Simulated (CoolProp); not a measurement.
The numbers come from the reference Helmholtz-energy equation of state, Lemmon 2005 in CoolProp. It is a short technical equation, of lower accuracy than the large ones.

**Question.** Give the vapour pressure (MPa), enthalpy of vaporisation (kJ/kg), liquid cp (kJ/(kg K)), vapour Z of saturated 1-butene at 1.65, 7.65, 61.55 °C.

**Answer.** 
```json
[
 {"T (°C)": "1.65", "p (MPa)": "0.137", "enthalpy of vaporisation (kJ/kg)": "385", "liquid cp (kJ/(kg K))": "2.20", "vapour Z": "0.948"},
 {"T (°C)": "7.65", "p (MPa)": "0.169", "enthalpy of vaporisation (kJ/kg)": "379", "liquid cp (kJ/(kg K))": "2.23", "vapour Z": "0.940"},
 {"T (°C)": "61.55", "p (MPa)": "0.790", "enthalpy of vaporisation (kJ/kg)": "315", "liquid cp (kJ/(kg K))": "2.54", "vapour Z": "0.832"}
]
```
